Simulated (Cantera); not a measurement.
An adiabatic, constant-pressure homogeneous reactor starts with CH3OH : O2 : N2 = 1 : 0.938 : 9.38 (molar parts), equivalence ratio 1.6, at 1323 K and 0.474 atm. Integrator tolerance rtol = 1e-08.

Cantera simulation using GRI-Mech 3.0 (53 species, 325 reactions); the numbers are that mechanism's predictions, not measurements. GRI-Mech 3.0 was tuned for natural gas; its chemistry of methanol as a main component is partial and can be far from experiment.

Problem. What does this change do: initial temperature 1323 to 1450 K?

Solution. 
| quantity | before | after |
|---|---|---|
| time of steepest temperature rise | 3.70 ms | 0.901 ms |
| temperature at 0.400 s | 2117 K | 2227 K |
| equilibrium temperature | 2117 K | 2227 K |
| x(CH3OH) at 0.400 s | <1e-12 (gas-phase equilibrium <1e-12) | <1e-12 (gas-phase equilibrium <1e-12) |
| x(O2) at 0.400 s | 8.50e-6 (gas-phase equilibrium 8.48e-6) | 3.66e-5 (gas-phase equilibrium 3.66e-5) |
| x(CH3) at 0.400 s | <1e-12 (gas-phase equilibrium <1e-12) | <1e-12 (gas-phase equilibrium <1e-12) |
| x(C2H) at 0.400 s | <1e-12 (gas-phase equilibrium <1e-12) | <1e-12 (gas-phase equilibrium <1e-12) |
| x(HCN) at 0.400 s | 2.26e-9 (gas-phase equilibrium 3.03e-9) | 2.76e-9 (gas-phase equilibrium 2.93e-9) |
| x(O) at 0.400 s | 6.64e-6 (gas-phase equilibrium 6.62e-6) | 2.82e-5 (gas-phase equilibrium 2.82e-5) |
| x(CH2O) at 0.400 s | 3.92e-10 (gas-phase equilibrium 3.92e-10) | 3.87e-10 (gas-phase equilibrium 3.87e-10) |

Problem. What does this change do: pressure from 0.474 atm to 12.8 atm?

Solution. 
```tsv
quantity	before	after
time of steepest temperature rise	3.70 ms	0.228 ms
temperature at 0.400 s	2117 K	2125 K
equilibrium temperature	2117 K	2125 K
x(CH3OH) at 0.400 s	<1e-12 (gas-phase equilibrium <1e-12)	<1e-12 (gas-phase equilibrium <1e-12)
x(O2) at 0.400 s	8.50e-6 (gas-phase equilibrium 8.48e-6)	3.47e-7 (gas-phase equilibrium 3.47e-7)
x(CH3) at 0.400 s	<1e-12 (gas-phase equilibrium <1e-12)	9.04e-12 (gas-phase equilibrium 1.01e-11)
x(C2H) at 0.400 s	<1e-12 (gas-phase equilibrium <1e-12)	<1e-12 (gas-phase equilibrium <1e-12)
x(HCN) at 0.400 s	2.26e-9 (gas-phase equilibrium 3.03e-9)	8.23e-8 (gas-phase equilibrium 8.23e-8)
x(O) at 0.400 s	6.64e-6 (gas-phase equilibrium 6.62e-6)	2.71e-7 (gas-phase equilibrium 2.71e-7)
x(CH2O) at 0.400 s	3.92e-10 (gas-phase equilibrium 3.92e-10)	1.07e-8 (gas-phase equilibrium 1.07e-8)
```
The pressure lies above the range GRI-Mech 3.0 was tuned for (to about 10 atm).

Problem. What does this change do: constant volume in place of constant pressure?

Solution. 
```csv
quantity,before,after
time of steepest temperature rise,3.70 ms,3.48 ms
temperature at 0.400 s,2117 K,2339 K
equilibrium temperature,2117 K,2339 K
x(CH3OH) at 0.400 s,<1e-12 (gas-phase equilibrium <1e-12),<1e-12 (gas-phase equilibrium <1e-12)
x(O2) at 0.400 s,8.50e-6 (gas-phase equilibrium 8.48e-6),7.15e-5 (gas-phase equilibrium 7.15e-5)
x(CH3) at 0.400 s,<1e-12 (gas-phase equilibrium <1e-12),<1e-12 (gas-phase equilibrium <1e-12)
x(C2H) at 0.400 s,<1e-12 (gas-phase equilibrium <1e-12),<1e-12 (gas-phase equilibrium <1e-12)
x(HCN) at 0.400 s,2.26e-9 (gas-phase equilibrium 3.03e-9),5.55e-9 (gas-phase equilibrium 5.55e-9)
x(O) at 0.400 s,6.64e-6 (gas-phase equilibrium 6.62e-6),5.47e-5 (gas-phase equilibrium 5.47e-5)
x(CH2O) at 0.400 s,3.92e-10 (gas-phase equilibrium 3.92e-10),7.47e-10 (gas-phase equilibrium 7.47e-10)
```
